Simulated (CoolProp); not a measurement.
Values from CoolProp's reference Helmholtz-energy equation of state, Fiedler 2023.

**Question.** For tetrahydrofuran, give the phase and the cp (kJ/(kg K)) at 232.2 K and 0.0754 MPa; 280.2 K and 0.0754 MPa; 352.3 K and 0.0754 MPa.

**Answer.** 
- 232.2 K and 0.0754 MPa: liquid; cp 1.53
- 280.2 K and 0.0754 MPa: liquid; cp 1.66
- 352.3 K and 0.0754 MPa: gas; cp 1.30
